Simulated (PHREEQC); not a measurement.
A solution holds 0.29 mol CdCl2 per kg of water, at 25 °C. Closed to the air; pH follows from the charge balance.

Model: ion-association model, wateq4f.dat, run in PHREEQC.

Precipitation was switched off in this run.

Task: Order these Cl species by the share of Cl that they hold, largest first: Cl-, CdCl+, CdCl3-, CdCl2.

Result: Cl- (38 %), CdCl+ (30 %), CdCl2 (26 %), CdCl3- (5.5 %)

Task: Order these Cd species by the share of Cd that they hold, largest first: Cd+2, CdCl+, CdCl3-, CdCl2.

Result: CdCl+ (60 %), CdCl2 (26 %), Cd+2 (10 %), CdCl3- (3.7 %)

The pH is 5.20 and the ionic strength 0.262 mol/kgw. Complexes and solids missing from the database can't appear.
